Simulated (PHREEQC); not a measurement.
Dissolve 0.063 mol H2SO4, 4.2e-05 mol ZnSO4 and 0.24 mol Li2SO4 per kg of water at 10 °C. Closed to the air; pH follows from the charge balance.

Model: ion-association model, phreeqc.dat, run in PHREEQC.

Precipitation was switched off in this run.

Problem. What pH, ionic strength does the model give?

Solution. pH 1.53; ionic strength 0.618 mol/kgw.

Problem. In which forms is Li present?

Solution. Li+ 88 %, LiSO4- 12 % of the Li.

Species that the database lacks are ignored. Away from 25 °C the constants follow the database's enthalpies or fits; those with neither stay at their 25 °C values.
